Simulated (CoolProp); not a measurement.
Saturation properties of vinyl chloride (Tc = 425.0 K, pc = 56.00 bar, ω = 0.160).

The numbers come from the reference Helmholtz-energy equation of state, Thol 2022 in CoolProp.

| T (K) | p (bar) | liquid density (kg/m³) | liquid cp (kJ/(kg K)) |
|---|---|---|---|
| 297.4 | 3.862 | 900.7 | 1.531 |
| 299.9 | 4.160 | 895.9 | 1.536 |
| 302.3 | 4.463 | 891.4 | 1.541 |
| 304.7 | 4.781 | 886.8 | 1.546 |
| 307.1 | 5.116 | 882.1 | 1.552 |
| 309.5 | 5.468 | 877.4 | 1.557 |
| 311.9 | 5.837 | 872.7 | 1.563 |
| 314.4 | 6.242 | 867.8 | 1.570 |
| 316.8 | 6.650 | [?] | 1.577 |
| 319.2 | [?] | 858.2 | [?] |
| 321.6 | 7.524 | 853.3 | [?] |
| 324 | 7.991 | 848.4 | 1.599 |
| 326.4 | 8.480 | 843.4 | 1.607 |

What belongs in the gaps?


- 316.8, liquid density (kg/m³): 863.0
- 319.2, p (bar): 7.077
- 319.2, liquid cp (kJ/(kg K)): 1.584
- 321.6, liquid cp (kJ/(kg K)): 1.591

It boils at 259.3 K under 1 atm.
